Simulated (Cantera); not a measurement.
Feed: 1 mol Si, 0.61 mol HCl, 1.4 mol H₂, equilibrated at 1548 K and 3230 Torr.

Cantera equilibrium calculation (NASA polynomials, part measured and part estimated; ideal gas, pure solids and liquids). Candidate condensed phases: Si; 19 gas species. The tables' values for SiCl₃ are old estimates; treat these amounts as uncertain. Rates play no part.

Base state: H₂ 0.825, HCl 0.0927, SiCl₂ 0.0346, SiHCl₃ 0.0161, SiCl₄ 0.0148, SiCl₃ 0.0135, SiH₂Cl₂ 0.00285, SiH₃Cl 0.000150 (mole fractions); condensed: Si(s).

**Question.** What changes in the equilibrium state with this change: temperature from 1548 K to 1250 K?

**Answer.** 
```csv
species,before,after
H₂,0.825,0.878
SiCl₄,0.0148,0.0393
SiHCl₃,0.0161,0.0364
HCl,0.0927,0.0337
SiCl₂,0.0346,0.00325
SiCl₃,0.0135,0.00422
H,1.35e-5,2.18e-7
SiH₂Cl₂,0.00285,0.00460
"Si(s), mol",0.842,0.837
```
